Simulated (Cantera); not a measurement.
A closed system holds: 1 mol SiCl₄, 17 mol NH₃, at 1627 °C and 37.0 Pa.

Equilibrium computed with Cantera from the NASA thermochemical tables; the gas is ideal and each condensed phase is pure. The tables' values for SiCl, SiN are old estimates; treat these amounts as uncertain. Gases not in the tables: Si₂H₆ and higher silanes. Rates play no part.

```
species      before     after
----------  -------  --------
H₂            0.629     0.667
N₂            0.228     0.235
HCl          0.0804    0.0698
H            0.0327   0.00648
Si           0.0138   0.00126
SiCl₂        0.0113    0.0198
SiCl₃       7.34e-6   5.63e-5
Cl          0.00316  0.000512
Si₂         4.52e-5   1.01e-5
SiH₂        1.49e-5   3.89e-5
SiCl        0.00133  0.000532
SiN         4.26e-5   2.05e-5
Si(l), mol        0     0.209
```
Gas species are given as mole fractions.

Name the change that produced these shifts.
A. temperature from 1627 °C to 1052 °C
B. temperature from 1627 °C to 1002 °C
C. NH₃ from 17 to 0.39 mol
D. pressure from 37.0 Pa to 10.0 mbar

D, pressure from 37.0 Pa to 10.0 mbar. The tables' values for SiCl, SiCl₃, SiN are old estimates; treat these amounts as uncertain
